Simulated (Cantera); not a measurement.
A closed system holds: 1 mol Si₃H₈, 0.056 mol Cl₂, 4 mol H₂, held at 98.0 mbar.

Method: chemical equilibrium by Gibbs-energy minimisation in Cantera with the NASA 1993 tables (ideal gas, pure condensed phases). Candidate condensed phases: Si; 19 gas species. The feed counts by its element totals alone. The tables' values for SiCl₃ are old estimates; treat these amounts as uncertain. Kinetics and transport are ignored. All values below are at 1150 K.

Base state: H₂ 0.987, HCl 0.0120, SiCl₂ 0.000319, SiHCl₃ 0.000196, SiCl₄ 0.000117, SiCl₃ 5.83e-5, SiH₂Cl₂ 4.12e-5 (mole fractions); condensed: Si(s).

**Question.** What changes in the equilibrium state with this change: Cl₂ from 0.056 to 0.019 mol?

**Answer.** 
| species | before | after |
|---|---|---|
| H₂ | 0.987 | 0.995 |
| HCl | 0.0120 | 0.00458 |
| SiCl₂ | 0.000319 | 4.64e-5 |
| SiCl₄ | 0.000117 | 2.47e-6 |
| SiCl₃ | 5.83e-5 | 3.24e-6 |
| SiHCl₃ | 0.000196 | 1.09e-5 |
| SiH₂Cl₂ | 4.12e-5 | 6.04e-6 |
| Si(s), mol | 2.99 | 3.00 |

**Question.** What changes in the equilibrium state with this change: 0.78 mol HCl added?

**Answer.** 
```json
[
 {"species": "H₂", "before": "0.987", "after": "0.944"},
 {"species": "HCl", "before": "0.0120", "after": "0.0355"},
 {"species": "SiCl₄", "before": "0.000117", "after": "0.00990"},
 {"species": "SiCl₃", "before": "5.83e-5", "after": "0.00163"},
 {"species": "SiHCl₃", "before": "0.000196", "after": "0.00535"},
 {"species": "SiCl₂", "before": "0.000319", "after": "0.00294"},
 {"species": "SiH₂Cl₂", "before": "4.12e-5", "after": "0.000363"},
 {"species": "Si(s), mol", "before": "2.99", "after": "2.82"}
]
```
